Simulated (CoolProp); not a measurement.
Properties of sulfur hexafluoride along the isotherm 351.85 °C.

Values from CoolProp's reference Helmholtz-energy equation of state, Guder 2009.

```csv
p (MPa),phase,Z,cp (kJ/(kg K)),speed of sound (m/s),isothermal compressibility (1/MPa),conductivity (mW/(m K))
0.512,gas,0.9979,0.9446,194.4,1.957,36.3
1.02,gas,0.9960,0.9471,194.2,0.9840,37.0
1.54,gas,0.9942,0.9498,194.1,0.6526,37.7
2.05,gas,0.9926,0.9524,194.1,0.4907,38.4
2.56,gas,0.9912,0.9550,194.1,0.3932,39.0
3.07,gas,0.9900,0.9577,194.2,0.3279,39.6
3.58,gas,0.9890,0.9604,194.3,0.2812,40.1
4.1,supercritical,0.9881,0.9631,194.5,0.2454,40.7
4.61,supercritical,0.9875,0.9658,194.7,0.2181,41.2
5.12,supercritical,0.9870,0.9684,195.0,0.1961,41.7
5.63,supercritical,0.9867,0.9711,195.3,0.1781,42.2
```

Thermal conductivity comes from a separate model (Assael 2012).
